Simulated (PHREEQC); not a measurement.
Make-up at 25 °C: 3.6 mol NaBr, 0.055 mol Na2B4O7 and 0.0001 mol H4SiO4 per kg of water. Closed to the air; pH follows from the charge balance.

The numbers come from PHREEQC with the Pitzer model, pitzer.dat.

Precipitation was switched off in this run.

Q: Order these B species by the share of B that they hold, largest first: B3O3(OH)4-, B(OH)4-, B(OH)3, B4O5(OH)4-2.

A: B4O5(OH)4-2 (47 %), B(OH)4- (23 %), B(OH)3 (20 %), B3O3(OH)4- (8.7 %)

The pH is 9.04 and the ionic strength 3.74 mol/kgw. Complexes and solids missing from the database can't appear. In brines, pH and single-ion activities rest on the MacInnes convention.
